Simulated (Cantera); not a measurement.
What does this Cantera script print?

```python
import numpy as np
import cantera as ct

gas = ct.Solution("gri30.yaml")
gas.TPX = 1148, 69000, {'N2O': 1, 'H2O': 0.17}
reactor = ct.IdealGasConstPressureReactor(gas, energy="off", clone=False)
net = ct.ReactorNet([reactor])
net.rtol, net.atol = 1e-08, 1e-18
show = ['N2O', 'H2O', 'NO', 'O2', 'O', 'NO2']
times = np.geomspace(4e-05, 20, 9)

steps = ct.SolutionArray(gas, extra=["t"])
rows = []
print(f"{'t/s':>10s}{'T/K':>9s}{'P/Pa':>11s}" + "".join(f"{s:>11s}" for s in show))
for t in times:
    while net.time < t:
        t_next = net.step()
        steps.append(gas.state, t=t_next)
    rows.append([np.interp(t, steps.t, y) for y in (steps.T, steps.P, *steps(*show).X.T)])
    print(f"{t:10.3e}{rows[-1][0]:9.1f}{rows[-1][1]:11.4g}" + "".join(f"{x:11.3e}" for x in rows[-1][2:]))
rate = np.gradient(steps.T, steps.t)
print("integrator steps:", len(steps.t))
if steps.T.max() > steps.T[0] + 200:
    print(f"time of steepest temperature rise: {steps.t[rate.argmax()]:.4e} s")
gas.TPX = 1148, 69000, {'N2O': 1, 'H2O': 0.17}
gas.equilibrate("TP")
print(f"equilibrium (TP): T = {gas.T:.1f} K  " + "  ".join(f"{s} {gas[s].X[0]:.3e}" for s in show))
```

Result:

```
       t/s      T/K       P/Pa        N2O        H2O         NO         O2          O        NO2
 4.000e-05   1148.0    6.9e+04  8.547e-01  1.453e-01  4.588e-07  2.475e-06  1.077e-06  4.536e-12
 2.063e-04   1148.0    6.9e+04  8.546e-01  1.453e-01  3.023e-06  1.638e-05  1.100e-06  1.662e-09
 1.064e-03   1148.0    6.9e+04  8.544e-01  1.453e-01  1.577e-05  9.332e-05  1.103e-06  5.334e-07
 5.485e-03   1148.0    6.9e+04  8.531e-01  1.452e-01  6.884e-05  5.206e-04  1.104e-06  1.605e-05
 2.828e-02   1148.0    6.9e+04  8.462e-01  1.449e-01  2.931e-04  2.710e-03  1.069e-06  1.378e-04
 1.459e-01   1148.0    6.9e+04  8.124e-01  1.432e-01  1.551e-03  1.362e-02  9.636e-07  4.787e-04
 7.521e-01   1148.0    6.9e+04  6.683e-01  1.358e-01  7.419e-03  6.092e-02  8.185e-07  7.812e-04
 3.878e+00   1148.0    6.9e+04  3.001e-01  1.171e-01  2.103e-02  1.832e-01  5.490e-07  6.892e-04
 2.000e+01   1148.0    6.9e+04  2.315e-02  1.030e-01  2.704e-02  2.774e-01  9.539e-08  4.346e-04
integrator steps: 1574
equilibrium (TP): T = 1148.0 K  N2O 7.093e-09  H2O 1.018e-01  NO 1.351e-04  O2 2.993e-01  O 5.262e-09  NO2 2.932e-06
```

Detailed kinetics in Cantera: GRI-Mech 3.0 (53 species, 325 reactions). GRI-Mech 3.0 was tuned for natural gas; its chemistry of N2O as a main component is partial and can be far from experiment. The mechanism lacks the step 2 NO + O2 → 2 NO2, which can matter for NO2 below about 1400 K. The temperature is held fixed by assumption; the heat of reaction is taken as removed at once.
